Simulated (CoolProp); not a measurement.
Saturation properties of carbon dioxide (Tc = 31.0 °C, pc = 7.377 MPa, ω = 0.224).

Computed with CoolProp (reference Helmholtz-energy equation of state, Span 1996).

| T (°C) | p (MPa) | liquid density (kg/m³) | vapour density (kg/m³) | enthalpy of vaporisation (kJ/kg) | vapour viscosity (µPa s) |
|---|---|---|---|---|---|
| -38.55 | 1.059 | 1111 | 27.52 | 319.8 | 11.8 |
| -34.65 | 1.217 | 1095 | 31.60 | 312.5 | 12.0 |
| -30.75 | 1.392 | 1079 | 36.16 | 305.0 | 12.3 |
| -26.95 | 1.580 | 1063 | 41.12 | 297.3 | 12.5 |
| -23.05 | 1.791 | 1046 | 46.80 | 289.1 | 12.7 |
| -19.15 | 2.022 | 1028 | 53.14 | 280.5 | 13.0 |
| -15.25 | 2.274 | 1009 | 60.24 | 271.5 | 13.3 |
| -11.45 | 2.541 | 990.4 | 67.99 | 262.3 | 13.5 |
| -7.55 | 2.838 | 970.1 | 76.91 | 252.2 | 13.9 |
| -3.65 | 3.160 | 948.7 | 86.99 | 241.6 | 14.2 |
| 0.25 | 3.508 | 925.9 | 98.43 | 230.1 | 14.6 |
| 4.05 | 3.874 | 902.2 | 111.2 | 218.1 | 15.0 |
| 7.95 | 4.278 | 875.9 | 126.2 | 204.7 | 15.5 |
| 11.85 | 4.712 | 847.0 | 143.9 | 189.9 | 16.1 |

Viscosity comes from a separate model (Laesecke 2017).
